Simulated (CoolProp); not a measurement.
A simple Rankine cycle with methanol: condensing at 328.15 K, boiler at 1.3 MPa, turbine inlet 422.2 K, turbine efficiency 0.9, pump efficiency 0.6, no recuperator. Each further row changes one setting.

Model: reference Helmholtz-energy equation of state, de Reuck 1993, in CoolProp.

| case | thermal efficiency (%) | net work (kJ/kg) | heat in (kJ/kg) | turbine exit temperature (K) | volume ratio over the turbine |
|---|---|---|---|---|---|
| as stated | 17.5 | 206 | 1180 | 328.1 | 15.0 |
| turbine inlet 442.2 K | 17.8 | 223 | 1260 | 328.1 | 14.1 |
| condensing temperature 320.15 K | 19.0 | 227 | 1200 | 320.1 | 20.5 |
| boiler pressure 0.91 MPa | 15.8 | 195 | 1230 | 328.1 | 10.2 |
| turbine efficiency 0.8 | 15.5 | 183 | 1180 | 328.1 | 15.3 |

The expansion ends wet for: as stated; turbine inlet 442.2 K; condensing temperature 320.15 K; boiler pressure 0.91 MPa; turbine efficiency 0.8.
